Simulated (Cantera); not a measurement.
Feed: 1 mol CuO, 1.9 mol C, 0.42 mol H2, equilibrated at 1000 Pa.

Cantera equilibrium calculation (NASA polynomials, part measured and part estimated; ideal gas, pure solids and liquids). Candidate condensed phases: C, C6H6, C7H8, C8H18, Cu, CuO, Cu(OH)2, Cu2O, H2O; 113 gas species. The numbers say what is thermodynamically allowed, not how fast it happens. All values below are at 1173 K.

Base state: CO 0.704, H2 0.296, CO2 0.000138, H2O 7.39e-5, CH4 1.70e-5 (mole fractions); condensed: C(graphite) + Cu(s).

Task: What changes in the equilibrium state with this change: pressure from 1000 Pa to 740000 Pa?

Result: 
| species | before | after |
|---|---|---|
| CO | 0.704 | 0.602 |
| H2 | 0.296 | 0.270 |
| CO2 | 0.000138 | 0.0748 |
| H2O | 7.39e-5 | 0.0427 |
| CH4 | 1.70e-5 | 0.0105 |
| C(graphite), mol | 0.900 | 1.03 |
| Cu(s), mol | 1.000 | 1.00 |
